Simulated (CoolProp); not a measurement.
Nitrogen along the isobar 15600 kPa: fugacity coefficient from the reference equation and from simpler models built on Tc = 126.2 K, pc = 3396 kPa, ω = 0.037; each cubic takes its own stable root.

The numbers come from the reference Helmholtz-energy equation of state, Span 2000 in CoolProp.

```
T (K)          phase  reference  Redlich-Kwong  Peng-Robinson
-----  -------------  ---------  -------------  -------------
72.7          liquid   0.008259       0.006532       0.007621
90.9          liquid    0.04689        0.04552        0.04316
109.2         liquid     0.1354         0.1390         0.1258
127.5  supercritical     0.2673         0.2753         0.2505
145.8  supercritical     0.4180         0.4248         0.3937
164.1  supercritical     0.5611         0.5617         0.5298
182.4  supercritical     0.6802         0.6738         0.6443
200.7  supercritical     0.7727         0.7606         0.7352
218.9  supercritical     0.8426         0.8263         0.8055
237.2  supercritical     0.8958         0.8765         0.8603
255.5  supercritical     0.9364         0.9147         0.9028
273.8  supercritical     0.9674         0.9442         0.9360
292.1  supercritical     0.9914         0.9669         0.9620
310.4  supercritical      1.010         0.9847         0.9825
328.6  supercritical      1.024         0.9986         0.9987
```
